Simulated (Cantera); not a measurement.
Input: 1 mol Ta2O5, 1.9 mol CH4, 0.35 mol CO, held at 60.0 mbar.

Equilibrium computed with Cantera from the NASA thermochemical tables; the gas is ideal and each condensed phase is pure. Candidate condensed phases: C, C6H6, C7H8, C8H18, H2O, Ta, TaC, Ta2O5; 113 gas species. Equilibrium is a limit: real reactors are often held back by kinetics, nucleation or transport. All values below are at 1075 K.

Base state: H2 0.913, CO 0.0839, CH4 0.00226, H2O 0.000581, CO2 5.74e-5 (mole fractions); condensed: C(graphite) + Ta2O5(s).

Question: What changes in the equilibrium state with this change: Ta2O5 replaced by SiO2?

Answer: 
```csv
species,before,after
H2,0.913,0.913
CO,0.0839,0.0839
CH4,0.00226,0.00226
H2O,0.000581,0.000581
CO2,5.74e-5,5.74e-5
"C(graphite), mol",1.89,1.89
"Ta2O5(s), mol",1.00,0
"SiO2(β-quartz), mol",0,1.00
```
Further candidate phases: Si, SiC, SiO2.
